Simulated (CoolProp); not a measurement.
A simple Rankine cycle with R142b: condensing at 324.15 K, boiler at 3.5 MPa, turbine inlet 441.8 K, turbine efficiency 0.8, pump efficiency 0.8, no recuperator. Each further row changes one setting.

The numbers come from the reference Helmholtz-energy equation of state, Lemmon 2006 in CoolProp. It is a short technical equation, of lower accuracy than the large ones.

```
case                             thermal efficiency (%)  net work (kJ/kg)  heat in (kJ/kg)  turbine exit temperature (K)  volume ratio over the turbine
-------------------------------  ----------------------  ----------------  ---------------  ----------------------------  -----------------------------
as stated                                          11.9              32.2              271                         378.4                           5.44
turbine inlet 461.8 K                              12.0              35.6              297                         401.0                           5.23
condensing temperature 316.15 K                    13.1              36.8              282                         372.0                           6.69
boiler pressure 2.45 MPa                            9.8              28.1              285                         396.7                           3.57
turbine efficiency 0.7                             10.3              27.8              271                         382.8                           5.52
```
